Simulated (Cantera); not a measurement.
Cantera with NASA thermochemical tables; ideal gases at 1 bar, condensed phases pure. Values are per mole of reaction as written; species without (g) are pure solids or liquids, kept so even where they would boil at 1 bar.

O3(g) + 3 N(g) → 3 NO(g)

```csv
T (K),ΔH° (kJ),ΔS° (J/K),ΔG° (kJ),log10 K
1200,[?],[?],[?],[?]
1275,-1302.3,-90.9,-1186.3,48.60
1350,-1303.3,-91.7,-1179.5,45.64
1425,-1304.3,-92.4,-1172.6,42.98
1500,-1305.3,-93.1,-1165.6,40.59
1575,[?],[?],[?],[?]
1650,-1307.5,-94.5,-1151.5,36.45
1725,[?],[?],[?],[?]
1800,[?],[?],[?],[?]
```

Q: Complete the blanks.

A: 
- 1200, ΔH° (kJ): -1301.2
- 1200, ΔS° (J/K): -90.1
- 1200, ΔG° (kJ): -1193.1
- 1200, log10 K: 51.93
- 1575, ΔH° (kJ): -1306.4
- 1575, ΔS° (J/K): -93.8
- 1575, ΔG° (kJ): -1158.6
- 1575, log10 K: 38.42
- 1725, ΔH° (kJ): -1308.7
- 1725, ΔS° (J/K): -95.2
- 1725, ΔG° (kJ): -1144.4
- 1725, log10 K: 34.65
- 1800, ΔH° (kJ): -1310.0
- 1800, ΔS° (J/K): -95.9
- 1800, ΔG° (kJ): -1137.3
- 1800, log10 K: 33.00
